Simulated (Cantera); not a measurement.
A perfectly stirred reactor is fed with CH4 : O2 : N2 : CO2 = 1 : 3.03 : 11.4 : 2.7 (molar parts), equivalence ratio 0.66, at 9.87 atm; it is adiabatic with a 400 K inlet, and is followed from long to short residence time, starting on the burning branch (τ in s: 0.17, 0.071, 0.03, 0.012, 0.0052, 0.0022, 0.00091, 0.00038, 0.00016, 6.6e-05).

Computed with Cantera and GRI-Mech 3.0 (53 species, 325 reactions).

Problem. What does this change do: pressure from 9.87 atm to 19.7 atm?

Solution. 
| quantity | before | after |
|---|---|---|
| blow-out, bracketed by the residence times tried | burning at 5.20 ms, out at 2.20 ms | burning at 2.20 ms, out at 0.910 ms |
| x(CH4) at τ = 0.170 s | 1.23e-5 | 1.09e-5 |
| x(O2) at τ = 0.170 s | 0.0569 | 0.0569 |
| x(CO2) at τ = 0.170 s | 0.204 | 0.204 |
| x(H2O2) at τ = 0.170 s | 7.19e-8 | 6.95e-8 |
| x(OH) at τ = 0.170 s | 9.33e-5 | 5.84e-5 |
| x(CH4) at τ = 2.20 ms | 0.0552 | 0.00179 |
| x(O2) at τ = 2.20 ms | 0.167 | 0.0667 |
| x(CO2) at τ = 2.20 ms | 0.149 | 0.189 |
| x(H2O2) at τ = 2.20 ms | <1e-12 | 4.38e-6 |
| x(OH) at τ = 2.20 ms | <1e-12 | 2.11e-5 |
The pressure lies above the range GRI-Mech 3.0 was tuned for (to about 10 atm).

Problem. What does this change do: N2 11.4 to 16 parts?

Solution. 
```tsv
quantity	before	after
blow-out, bracketed by the residence times tried	burning at 5.20 ms, out at 2.20 ms	burning at 30.0 ms, out at 12.0 ms
x(CH4) at τ = 0.170 s	1.23e-5	0.000118
x(O2) at τ = 0.170 s	0.0569	0.0460
x(CO2) at τ = 0.170 s	0.204	0.162
x(H2O2) at τ = 0.170 s	7.19e-8	1.65e-7
x(OH) at τ = 0.170 s	9.33e-5	9.72e-6
x(CH4) at τ = 2.20 ms	0.0552	0.0440
x(O2) at τ = 2.20 ms	0.167	0.133
x(CO2) at τ = 2.20 ms	0.149	0.119
x(H2O2) at τ = 2.20 ms	<1e-12	<1e-12
x(OH) at τ = 2.20 ms	<1e-12	<1e-12
```

Problem. What does this change do: CO2 2.7 to 3.5 parts?

Solution. 
| quantity | before | after |
|---|---|---|
| blow-out, bracketed by the residence times tried | burning at 5.20 ms, out at 2.20 ms | burning at 5.20 ms, out at 2.20 ms |
| x(CH4) at τ = 0.170 s | 1.23e-5 | 2.31e-5 |
| x(O2) at τ = 0.170 s | 0.0569 | 0.0546 |
| x(CO2) at τ = 0.170 s | 0.204 | 0.237 |
| x(H2O2) at τ = 0.170 s | 7.19e-8 | 6.88e-8 |
| x(OH) at τ = 0.170 s | 9.33e-5 | 5.26e-5 |
| x(CH4) at τ = 2.20 ms | 0.0552 | 0.0528 |
| x(O2) at τ = 2.20 ms | 0.167 | 0.160 |
| x(CO2) at τ = 2.20 ms | 0.149 | 0.185 |
| x(H2O2) at τ = 2.20 ms | <1e-12 | <1e-12 |
| x(OH) at τ = 2.20 ms | <1e-12 | <1e-12 |
